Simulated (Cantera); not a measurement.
A perfectly stirred reactor is fed with 0.763 % C2H6, 99.2 % N2, at 2.93 Torr; it is held at 1975 K, and followed from long to short residence time.

Model: GRI-Mech 3.0 (53 species, 325 reactions), integrated in Cantera. GRI-Mech 3.0 stops at C3 and has no aromatics, soot or wall deposition, so with more carbon than oxygen in the feed, carbon stays in small species such as C2H2 where larger ones or solid carbon would form. Radical loss at walls, strong at low pressure, is not modelled.

Problem. Predict: x(C2H6) at τ = 5.40 s; x(H) at τ = 5.40 s; x(HCN) at τ = 5.40 s; x(CH3) at τ = 5.40 s; x(CH4) at τ = 5.40 s; x(C2H6) at τ = 55.0 ms; x(H) at τ = 55.0 ms; x(HCN) at τ = 55.0 ms; x(CH3) at τ = 55.0 ms; x(CH4) at τ = 55.0 ms.

Solution. 
| Item | Result |
|---|---|
| x(C2H6) at τ = 5.40 s | 3.93e-7 |
| x(H) at τ = 5.40 s | 0.000557 |
| x(HCN) at τ = 5.40 s | 0.00209 |
| x(CH3) at τ = 5.40 s | 0.000104 |
| x(CH4) at τ = 5.40 s | 0.000133 |
| x(C2H6) at τ = 55.0 ms | 3.64e-5 |
| x(H) at τ = 55.0 ms | 0.000826 |
| x(HCN) at τ = 55.0 ms | 0.000240 |
| x(CH3) at τ = 55.0 ms | 0.00125 |
| x(CH4) at τ = 55.0 ms | 0.000802 |
